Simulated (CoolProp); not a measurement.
R407C along the isotherm -8.15 °C: Z from the reference equation and from simpler models built on Tc = 86.2 °C, pc = 4.632 MPa, ω = 0.363; each cubic takes its own stable root.

The numbers come from the reference Helmholtz-energy equation of state, Lemmon 2003 in CoolProp. It is a pseudo-pure fit of the blend.

```json
[
 {"p (MPa)": "4.63", "phase": "liquid", "reference": "0.1414", "van der Waals": "0.2370", "Soave-Redlich-Kwong": "0.1579", "Peng-Robinson": "0.1397"},
 {"p (MPa)": "9.26", "phase": "liquid", "reference": "0.2794", "van der Waals": "0.4580", "Soave-Redlich-Kwong": "0.3110", "Peng-Robinson": "0.2757"},
 {"p (MPa)": "13.9", "phase": "liquid", "reference": "0.4150", "van der Waals": "0.6706", "Soave-Redlich-Kwong": "0.4606", "Peng-Robinson": "0.4089"},
 {"p (MPa)": "18.5", "phase": "liquid", "reference": "0.5470", "van der Waals": "0.8753", "Soave-Redlich-Kwong": "0.6058", "Peng-Robinson": "0.5386"},
 {"p (MPa)": "23.2", "phase": "liquid", "reference": "0.6799", "van der Waals": "1.080", "Soave-Redlich-Kwong": "0.7517", "Peng-Robinson": "0.6691"},
 {"p (MPa)": "27.8", "phase": "liquid", "reference": "0.8082", "van der Waals": "1.277", "Soave-Redlich-Kwong": "0.8924", "Peng-Robinson": "0.7951"},
 {"p (MPa)": "32.4", "phase": "liquid", "reference": "0.9348", "van der Waals": "1.471", "Soave-Redlich-Kwong": "1.031", "Peng-Robinson": "0.9197"},
 {"p (MPa)": "37.1", "phase": "liquid", "reference": "1.063", "van der Waals": "1.667", "Soave-Redlich-Kwong": "1.172", "Peng-Robinson": "1.046"},
 {"p (MPa)": "41.7", "phase": "liquid", "reference": "1.187", "van der Waals": "1.856", "Soave-Redlich-Kwong": "1.308", "Peng-Robinson": "1.168"},
 {"p (MPa)": "46.3", "phase": "liquid", "reference": "1.309", "van der Waals": "2.045", "Soave-Redlich-Kwong": "1.443", "Peng-Robinson": "1.289"}
]
```
